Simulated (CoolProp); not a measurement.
Properties of m-xylene along the isobar 10700 kPa (Tc = 343.7 °C, pc = 3535 kPa, ω = 0.326).

The numbers come from the reference Helmholtz-energy equation of state, Zhou 2012 in CoolProp.

```
T (°C)          phase       Z  isothermal compressibility (1/MPa)  viscosity (µPa s)  fugacity coefficient
------  -------------  ------  ----------------------------------  -----------------  --------------------
277.85         liquid  0.3933                            0.006103         (withheld)            (withheld)
286.45         liquid  0.3938                            0.006754                104                0.1703
295.15         liquid  0.3947                            0.007514               98.8                0.1867
303.75         liquid  0.3961                            0.008385               94.2                0.2036
312.35         liquid  0.3980                          (withheld)         (withheld)            (withheld)
320.95         liquid  0.4004                             0.01057               85.4                0.2390
329.65         liquid  0.4034                          (withheld)               81.2                0.2576
338.25         liquid  0.4070                             0.01358               77.2                0.2765
346.85  supercritical  0.4112                          (withheld)         (withheld)                0.2957
```

Question: Fill in the missing entries.

Answer: 
- 277.85, viscosity (µPa s): 109
- 277.85, fugacity coefficient: 0.1548
- 312.35, isothermal compressibility (1/MPa): 0.009396
- 312.35, viscosity (µPa s): 89.7
- 312.35, fugacity coefficient: 0.2210
- 329.65, isothermal compressibility (1/MPa): 0.01197
- 346.85, isothermal compressibility (1/MPa): 0.01546
- 346.85, viscosity (µPa s): 73.4

Viscosity comes from a separate model (Cao 2016).
